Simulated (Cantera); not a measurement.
A Cantera script and what it prints.

```python
import numpy as np
import cantera as ct

gas_names = """
    Electron F F+ F- F2 H H+ H- HF H2 H2+ H2- H2F2 H3F3 H4F4 H5F5 H6F6 H7F7 N N+ N- NF NF2 NF3 NH NH+
    NH2 NH3 NH4+ N2 N2+ N2- N2H2 N2H4
""".split()
cond_names = """

""".split()


def load(file, names, dense=False):
    # The tables refer to 1 bar. Condensed volumes are neglected.
    table = {s.name: s for s in ct.Species.list_from_file(file)}
    out = []
    for n in names:
        d = dict(table[n].input_data)
        d["thermo"] = dict(d["thermo"], **{"reference-pressure": 1e5})
        if dense:
            d["equation-of-state"] = {"model": "constant-volume", "density": "1e6 g/cm^3"}
        out.append(ct.Species.from_dict(d))
    return out


gas = ct.Solution(thermo="ideal-gas", species=load("nasa_gas.yaml", gas_names))
cond = {s.name: ct.Solution(thermo="fixed-stoichiometry", species=[s], name=s.name)
        for s in load("nasa_condensed.yaml", cond_names, dense=True)}
atoms = {
    'NF3': {'N': 1, 'F': 3},
    'H2': {'H': 2},
}
top_T = {}  # K; cautious upper limits of use, not melting points


def equilibrate(T, P, feed):
    n = {}
    for name, mol in feed.items():
        for a, k in atoms[name].items():
            n[a] = n.get(a, 0.0) + k * mol
    gas.TPX = T, P, n
    mass = sum(n.values()) * gas.mean_molecular_weight
    gas.equilibrate("TP")
    valid = [c for c in cond.values() if c.min_temp <= T <= top_T.get(c.name, c.max_temp)]
    mix = ct.Mixture([(gas, mass / gas.mean_molecular_weight)] + [(c, 0.0) for c in valid])
    mix.T, mix.P = T, P
    mix.equilibrate("TP", solver="vcs", rtol=1e-11, max_steps=5000)
    return mix


results = []
feed = {'NF3': 1, 'H2': 3.3}  # mol
P = 1333.22  # Pa
for T in [2000, 2500, 3000, 3500, 4000, 4500, 5000]:
    mix = equilibrate(T, P, feed)
    results.append((T, P, feed, dict(zip(mix.species_names, mix.species_moles))))
    x = sorted(zip(gas.X, gas.species_names), reverse=True)
    print(f"T = {T:g} K  P = {P:g} Pa  gas = {mix.phase_moles(0):.4g} mol")
    print("   x: " + "  ".join(f"{s} {v:.3e}" for v, s in x if v > 1e-05))
    print("   condensed (mol): " + ("  ".join(f"{mix.phase(i).name} {mix.phase_moles(i):.4g}"
          for i in range(1, mix.n_phases) if mix.phase_moles(i) > 1e-12) or "none"))
```

It prints:

```
T = 2000 K  P = 1333.22 Pa  gas = 5.322 mol
   x: HF 5.637e-01  H2 3.342e-01  N2 9.396e-02  H 8.142e-03
   condensed (mol): none
T = 2500 K  P = 1333.22 Pa  gas = 5.616 mol
   x: HF 5.337e-01  H2 2.647e-01  H 1.120e-01  N2 8.903e-02  F 4.720e-04
   condensed (mol): none
T = 3000 K  P = 1333.22 Pa  gas = 6.643 mol
   x: HF 4.387e-01  H 3.912e-01  H2 8.185e-02  N2 7.525e-02  F 1.298e-02  N 3.309e-05
   condensed (mol): none
T = 3500 K  P = 1333.22 Pa  gas = 8.164 mol
   x: H 5.591e-01  HF 2.254e-01  F 1.421e-01  N2 6.100e-02  H2 1.195e-02  N 4.739e-04
   condensed (mol): none
T = 4000 K  P = 1333.22 Pa  gas = 9.732 mol
   x: H 6.365e-01  F 2.709e-01  N2 4.966e-02  HF 3.736e-02  N 3.425e-03  H2 2.126e-03
   condensed (mol): none
T = 4500 K  P = 1333.22 Pa  gas = 10.12 mol
   x: H 6.457e-01  F 2.910e-01  N2 4.147e-02  N 1.587e-02  HF 5.468e-03  H2 4.650e-04
   condensed (mol): none
T = 5000 K  P = 1333.22 Pa  gas = 10.32 mol
   x: H 6.379e-01  F 2.895e-01  N 4.585e-02  N2 2.550e-02  HF 1.073e-03  H2 1.312e-04  Electron 2.391e-05  H+ 2.307e-05
   condensed (mol): none
```

Equilibrium computed with Cantera from the NASA thermochemical tables; the gas is ideal and each condensed phase is pure.
